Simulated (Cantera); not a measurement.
What does this Cantera script print?

```python
import numpy as np
import cantera as ct

gas_names = [...]  # 123 gases of nasa_gas.yaml made of C, H, O, Si
cond_names = """
    C(gr) C6H6(L) C7H8(L) C8H18(L),n-octa H2O(s) H2O(L) Si(cr) Si(L) SiC(b) SiO2(Lqz) SiO2(hqz) SiO2(L)
""".split()


# ... load() reads the species with a 1 bar reference pressure and builds the phases ...
atoms = {
    'SiO2': {'Si': 1, 'O': 2},
    'C': {'C': 1},
    'H2': {'H': 2},
    'CH4': {'C': 1, 'H': 4},
}
top_T = {'C(gr)': 4500, 'SiC(b)': 3050}  # K; cautious upper limits of use, not melting points


# ... equilibrate(T, P, feed) seeds the gas with the atoms and calls Mixture.equilibrate('TP', solver="vcs", rtol=1e-11, max_steps=5000) ...
results = []
feed = {'SiO2': 1, 'C': 6.6, 'H2': 8.3, 'CH4': 0.33}  # mol
T = 1725  # K
for P in [10, 36, 130, 460, 1700, 6000, 22000, 77000, 280000, 1000000]:
    mix = equilibrate(T, P, feed)
    results.append((T, P, feed, dict(zip(mix.species_names, mix.species_moles))))

top = {s: max(r[3][s] / sum(r[3][g] for g in gas_names) for r in results) for s in gas_names}
cols = sorted((s for s in top if top[s] > 1e-05), key=lambda s: -top[s])[:9]
seen = [c for c in cond_names if any(r[3].get(c, 0) > 1e-12 for r in results)]
print("log10 of partial pressures in bar; condensed amounts in mol")
print(f"{'P/Pa':>10s}" + "".join(f"{s[:9]:>10s}" for s in cols + seen))
for T, P, feed, n in results:
    ng = sum(n[g] for g in gas_names)
    print(f"{P:10.4g}" + "".join(f"{np.log10(max(n[s] / ng * P / 1e5, 1e-99)):10.3f}" for s in cols)
          + "".join(f"{n.get(c, 0):10.4g}" for c in seen))
```

Output:

```
log10 of partial pressures in bar; condensed amounts in mol
      P/Pa        H2        CO         H       CH4       SiO       H2O        Si C2H2,acet      C2H4     C(gr)    SiC(b)   SiO2(L)
        10    -4.096    -4.744    -5.779   -11.192    -7.098   -12.216    -7.767    -8.131   -13.622     3.948    0.9892         0
        36    -3.536    -4.186    -5.499   -10.072    -6.540   -11.098    -7.767    -7.571   -12.502     3.947    0.9906         0
       130    -2.976    -3.628    -5.219    -8.952    -5.981    -9.980    -7.767    -7.011   -11.383     3.946     0.991         0
       460    -2.426    -3.078    -4.944    -7.853    -5.432    -8.881    -7.767    -6.462   -10.283     3.946    0.9911         0
      1700    -1.858    -2.511    -4.660    -6.716    -4.864    -7.744    -7.767    -5.893    -9.146     3.946    0.9912         0
      6000    -1.310    -1.963    -4.386    -5.620    -4.316    -6.649    -7.767    -5.345    -8.050     3.946    0.9912         0
   2.2e+04    -0.745    -1.398    -4.104    -4.491    -3.752    -5.520    -7.767    -4.781    -6.922     3.945    0.9912         0
   7.7e+04    -0.201    -0.854    -3.832    -3.403    -3.207    -4.432    -7.767    -4.237    -5.834     3.941    0.9912         0
   2.8e+05     0.359    -0.297    -3.552    -2.282    -2.650    -3.314    -7.767    -3.676    -4.712      3.96    0.9804   0.01089
     1e+06     0.973    -0.297    -3.245    -1.054    -2.650    -2.700    -7.767    -3.062    -3.484     6.137    0.2359     0.762
```

Equilibrium computed with Cantera from the NASA thermochemical tables; the gas is ideal and each condensed phase is pure. Mutual solubility and eutectic melting of coexisting phases are not modelled. The tables hold silica as quartz up to 1696 K and as liquid above; real silica turns to tridymite and cristobalite and melts near 1996 K.
